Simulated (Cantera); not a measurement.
# Stirred combustor or abatement burner

A perfectly stirred reactor is fed with C3H8 : O2 : N2 = 1 : 5 : 18.8 (molar parts), equivalence ratio 1.0, at 0.530 bar; it is adiabatic with a 725 K inlet, and is followed from long to short residence time, starting on the burning branch (τ in s: 0.062, 0.034, 0.018, 0.01, 0.0054, 0.003, 0.0016, 0.00088, 0.00048, 0.00026, 0.00014, 7.7e-05).

Cantera simulation using GRI-Mech 3.0 (53 species, 325 reactions); the numbers are that mechanism's predictions, not measurements. GRI-Mech 3.0 was tuned for natural gas; its chemistry of propane as a main component is partial and can be far from experiment.

```tsv
τ (s)	T (K)	x C3H8	x O2	x CH2	x N2O	x HCO	x O
0.062	2406	1.94e-7	0.0141	1.50e-7	1.70e-7	7.44e-8	0.00189
0.034	2390	3.39e-7	0.0150	2.50e-7	1.57e-7	1.32e-7	0.00214
0.018	2365	6.00e-7	0.0164	4.09e-7	1.38e-7	2.48e-7	0.00254
0.010	2333	1.00e-6	0.0180	6.20e-7	1.17e-7	4.43e-7	0.00306
0.0054	2293	1.71e-6	0.0197	9.35e-7	9.87e-8	8.13e-7	0.00375
0.0030	2250	2.84e-6	0.0215	1.37e-6	8.56e-8	1.45e-6	0.00450
0.0016	2204	4.96e-6	0.0233	2.09e-6	7.61e-8	2.66e-6	0.00530
0.00088	2163	8.59e-6	0.0250	3.22e-6	6.99e-8	4.76e-6	0.00598
0.00048	2123	1.54e-5	0.0269	5.17e-6	6.56e-8	8.60e-6	0.00647
0.00026	2085	2.91e-5	0.0293	8.80e-6	6.20e-8	1.58e-5	0.00661
0.00014	2041	5.97e-5	0.0334	1.61e-5	5.80e-8	2.96e-5	0.00622
7.7e-5	1972	0.000141	0.0413	3.19e-5	5.07e-8	5.57e-5	0.00490
```
x: mole fraction; the columns are a selection and need not sum to one.
